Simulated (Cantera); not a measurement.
A Cantera script and what it prints.

```python
import numpy as np
import cantera as ct

gas_names = """
    CL CL2 H HCL H2 Si SiCL SiCL2 SiCL3 SiCL4 SiH SiHCL3 SiH2 SiH2CL2 SiH3 SiH3CL SiH4 Si2 Si3
""".split()
cond_names = """
    Si(cr) Si(L)
""".split()


# ... load() reads the species with a 1 bar reference pressure and builds the phases ...
atoms = {
    'SiCl4': {'Si': 1, 'CL': 4},
    'Cl2': {'CL': 2},
    'H2': {'H': 2},
}
top_T = {}  # K; cautious upper limits of use, not melting points


# ... equilibrate(T, P, feed) seeds the gas with the atoms and calls Mixture.equilibrate('TP', solver="vcs", rtol=1e-11, max_steps=5000) ...
results = []
feed = {'SiCl4': 1, 'Cl2': 1.4, 'H2': 17}  # mol
T = 998.15  # K
P = 13332.2  # Pa
mix = equilibrate(T, P, feed)
results.append((T, P, feed, dict(zip(mix.species_names, mix.species_moles))))
x = sorted(zip(gas.X, gas.species_names), reverse=True)
print(f"T = {T:g} K  P = {P:g} Pa  gas = {mix.phase_moles(0):.4g} mol")
print("   x: " + "  ".join(f"{s} {v:.3e}" for v, s in x if v > 0.001))
print("   condensed (mol): " + ("  ".join(f"{mix.phase(i).name} {mix.phase_moles(i):.4g}"
      for i in range(1, mix.n_phases) if mix.phase_moles(i) > 1e-12) or "none"))
```

Result:

```
T = 998.15 K  P = 13332.2 Pa  gas = 19.4 mol
   x: H2 8.021e-01  HCL 1.463e-01  SiCL4 4.955e-02  SiHCL3 1.885e-03
   condensed (mol): none
```

Method: chemical equilibrium by Gibbs-energy minimisation in Cantera with the NASA 1993 tables (ideal gas, pure condensed phases). The tables' values for SiCl3 are old estimates; treat these amounts as uncertain.
